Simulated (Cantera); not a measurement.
An adiabatic, constant-volume homogeneous reactor starts with CO : H2 : O2 : N2 : H2O = 1 : 0.42 : 1.01 : 3.81 : 0.14 (molar parts), equivalence ratio 0.70, at 1500 K and 4.93 atm.

Model: GRI-Mech 3.0 (53 species, 325 reactions), integrated in Cantera. The hydrogen kinetics of GRI-Mech 3.0 are dated; newer H2 mechanisms differ, most at raised pressure.

One state of this run: T (K) = 2899; P (bar) = 8.87; x CO = 0.0414; x H2 = 0.00369; x O2 = 0.0572; x NO2 = 1.92e-5; x H = 0.00235; x H2O2 = 8.72e-7; x NO = 0.0199. x: mole fraction; the columns are a selection and need not sum to one.

Which value of t (s) does it belong to?
A) 5.06e-5
B) 0.00265
C) 1.88e-5
D) 0.000136

B, 0.00265
